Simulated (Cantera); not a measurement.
A closed system holds: 1 mol CF4, equilibrated at 0.0255 Torr.

Equilibrium computed with Cantera from the NASA thermochemical tables; the gas is ideal and each condensed phase is pure. Candidate condensed phases: C; 23 gas species. Ions and electrons are included (thermal ionisation). Gases not in the tables: C2F6 and larger saturated fluorocarbons. The numbers say what is thermodynamically allowed, not how fast it happens.

x: gas mole fraction; n: condensed amount in mol.

| T (°C) | x F | x C | x CF2 | x CF | x C3 | x CF4 | x C2 | n C(graphite) |
|---|---|---|---|---|---|---|---|---|
| 1727 | 0.797 | 8.95e-7 | 0.189 | 0.00370 | 8.15e-7 | 0.00973 | (withheld) | 0.334 |
| 2227 | 0.945 | 0.00489 | 0.00345 | 0.0309 | 0.0146 | 4.53e-9 | (withheld) | 0.650 |
| 2727 | 0.821 | 0.151 | 1.40e-5 | 0.00959 | 0.00946 | <1e-12 | (withheld) | 0 |
| 3227 | 0.800 | 0.199 | 3.58e-8 | 0.000506 | 1.01e-5 | <1e-12 | (withheld) | 0 |
| 3727 | 0.800 | 0.200 | 3.42e-10 | 4.59e-5 | 3.22e-8 | <1e-12 | (withheld) | 0 |
| 4227 | 0.799 | 0.199 | 9.04e-12 | 6.99e-6 | 3.57e-10 | <1e-12 | (withheld) | 0 |
| 4727 | 0.796 | 0.195 | <1e-12 | 1.51e-6 | 9.24e-12 | <1e-12 | (withheld) | 0 |

Question: Fill in the missing entries.

Answer: 
- 1727, x C2: 6.90e-8
- 2227, x C2: 0.00135
- 2727, x C2: 0.00951
- 3227, x C2: 0.000498
- 3727, x C2: 3.62e-5
- 4227, x C2: 4.63e-6
- 4727, x C2: 8.59e-7
